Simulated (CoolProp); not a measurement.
Vapour-liquid equilibrium of R245fa (1) + isopentane (2) at 334.8 K; x and y are mole fractions of (1).

Values from CoolProp's multi-fluid Helmholtz-energy mixture model, Akasaka 2015 and Lemmon 2006; pair parameters Bell 2016.

### Question
Give the bubble pressure and the first vapour's composition at x = 0.15, 0.55, 0.95. Is there an azeotrope?

### Answer
x = 0.15: 0.4349 MPa, y = 0.403; x = 0.55: 0.5727 MPa, y = 0.654; x = 0.95: 0.5276 MPa, y = 0.887. y crosses x between x = 0.65 and 0.75: the model has an azeotrope there.

Pair parameters are fitted to limited data, so mixtures are less certain than the pure fluids. With so large a gap from Raoult's law the liquid may split in two, which this calculation doesn't test in full.
